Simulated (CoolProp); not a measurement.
Properties of dimethyl carbonate along the isotherm 326.85 °C.

Model: reference Helmholtz-energy equation of state, Zhou 2011, in CoolProp.

```tsv
p (MPa)	phase	Z	Joule-Thomson coefficient (K/MPa)	isothermal compressibility (1/MPa)	fugacity coefficient
0.245	gas	0.9864	5.527	4.138	0.9866
0.491	gas	[?]	5.629	2.095	0.9731
0.736	gas	0.9587	5.736	1.418	0.9599
0.982	gas	0.9445	5.850	1.080	0.9467
1.23	gas	0.9299	5.972	0.8766	0.9334
1.47	gas	[?]	6.097	0.7460	[?]
1.72	gas	0.9004	[?]	0.6495	0.9075
1.96	gas	0.8855	6.377	0.5808	0.8950
2.21	gas	0.8697	6.533	0.5259	[?]
2.45	gas	0.8542	[?]	0.4846	0.8695
```

**Question.** Some entries are withheld; supply them.

**Answer.** 
- 0.491, Z: 0.9726
- 1.47, Z: 0.9156
- 1.47, fugacity coefficient: 0.9207
- 1.72, Joule-Thomson coefficient (K/MPa): 6.236
- 2.21, fugacity coefficient: 0.8819
- 2.45, Joule-Thomson coefficient (K/MPa): 6.692
